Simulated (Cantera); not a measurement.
A closed system holds: 1 mol Ti, 21 mol H₂O, at 0.190 bar.

Method: chemical equilibrium by Gibbs-energy minimisation in Cantera with the NASA 1993 tables (ideal gas, pure condensed phases). Candidate condensed phases: H₂O, Ti, TiO, TiO₂, Ti₂O₃, Ti₃O₅, Ti₄O₇; 12 gas species. Gases not in the tables: TiO(OH)₂. Kinetics and transport are ignored.

x: gas mole fraction; n: condensed amount in mol.

| T (°C) | x H₂O | x H₂ | x OH | x H | x O₂ | x O | n TiO₂(rutile) | n TiO₂(l) |
|---|---|---|---|---|---|---|---|---|
| 1077 | 0.905 | 0.0952 | 2.60e-7 | 1.69e-6 | 1.98e-11 | ___ | 1.00 | 0 |
| 1152 | 0.905 | 0.0952 | 1.00e-6 | 4.83e-6 | 2.06e-10 | ___ | 1.00 | 0 |
| 1227 | 0.905 | 0.0952 | 3.38e-6 | 1.25e-5 | 1.70e-9 | ___ | 1.00 | 0 |
| 1302 | 0.905 | 0.0952 | 1.02e-5 | 2.94e-5 | 1.15e-8 | ___ | 1.00 | 0 |
| 1377 | 0.905 | 0.0952 | 2.76e-5 | 6.43e-5 | 6.55e-8 | ___ | 1.00 | 0 |
| 1452 | 0.905 | 0.0952 | 6.88e-5 | 0.000131 | 3.21e-7 | ___ | 1.00 | 0 |
| 1527 | 0.904 | 0.0952 | 0.000159 | 0.000253 | 1.38e-6 | ___ | 1.00 | 0 |
| 1602 | 0.904 | 0.0952 | 0.000344 | 0.000464 | 5.28e-6 | ___ | 1.000 | 0 |
| 1677 | 0.903 | 0.0951 | 0.000699 | 0.000811 | 1.82e-5 | ___ | 1.000 | 0 |
| 1752 | 0.902 | 0.0952 | 0.00135 | 0.00136 | 5.71e-5 | ___ | 1.000 | 0 |
| 1827 | 0.900 | 0.0955 | 0.00248 | 0.00221 | 0.000164 | ___ | 1.000 | 0 |
| 1902 | 0.895 | 0.0962 | 0.00434 | 0.00347 | 0.000432 | ___ | 0 | 1.000 |

Task: Fill in the missing entries.

Result: 
- 1077, x O: 4.31e-12
- 1152, x O: 4.57e-11
- 1227, x O: 3.84e-10
- 1302, x O: 2.63e-9
- 1377, x O: 1.52e-8
- 1452, x O: 7.54e-8
- 1527, x O: 3.28e-7
- 1602, x O: 1.27e-6
- 1677, x O: 4.42e-6
- 1752, x O: 1.40e-5
- 1827, x O: 4.09e-5
- 1902, x O: 0.000110
